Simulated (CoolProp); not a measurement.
The fluoroketone C6F12O (FK-5-1-12) at 298.15 K and 0.251 MPa is throttled through a valve to 0.0644 MPa with no heat exchange. Each further row changes one setting.

Model: reference Helmholtz-energy equation of state, McLinden 2015, in CoolProp.

```json
[
 {"case": "as stated", "temperature change (K)": "+0.0", "final phase": "liquid", "final density (kg/m³)": "1600"},
 {"case": "outlet pressure 0.0193 MPa", "temperature change (K)": "[?]", "final phase": "[?]", "final density (kg/m³)": "[?]"},
 {"case": "outlet pressure 0.0837 MPa", "temperature change (K)": "+0.0", "final phase": "liquid", "final density (kg/m³)": "1600"}
]
```

Fill in the missing entries.


- outlet pressure 0.0193 MPa, temperature change (K): -16.3
- outlet pressure 0.0193 MPa, final phase: two-phase, vapour fraction 0.181
- outlet pressure 0.0193 MPa, final density (kg/m³): 14.5
